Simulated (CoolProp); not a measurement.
R1224YDZ along the isobar 5410 kPa: Z from the reference equation and from simpler models built on Tc = 428.7 K, pc = 3334 kPa, ω = 0.325; each cubic takes its own stable root.

Model: reference Helmholtz-energy equation of state, Akasaka 2023, in CoolProp.

| T (K) | phase | reference |
|---|---|---|
| 282.2 | liquid | 0.2414 |
| 299.5 | liquid | 0.2347 |
| 316.9 | liquid | 0.2294 |
| 334.3 | liquid | 0.2258 |
| 351.6 | liquid | 0.2237 |
| 369 | liquid | 0.2235 |
| 386.3 | liquid | 0.2256 |
| 403.7 | liquid | 0.2310 |
| 421.1 | liquid | 0.2419 |
| 438.4 | supercritical | 0.2648 |
| 455.8 | supercritical | 0.3299 |
| 473.1 | supercritical | 0.4897 |

How far does each simpler model (van der Waals, Redlich-Kwong, Soave-Redlich-Kwong, Peng-Robinson) lie from the reference over these 12 states: mean and median of the absolute difference, and the worst?


- van der Waals: mean 51.1 %, median 58.6 %, worst +65.8 % at 282.2 K and 5410 kPa
- Redlich-Kwong: mean 16.5 %, median 16.9 %, worst +21.0 % at 421.1 K and 5410 kPa
- Soave-Redlich-Kwong: mean 14.8 %, median 12.5 %, worst +25.1 % at 455.8 K and 5410 kPa
- Peng-Robinson: mean 4.2 %, median 1.6 %, worst +16.2 % at 455.8 K and 5410 kPa
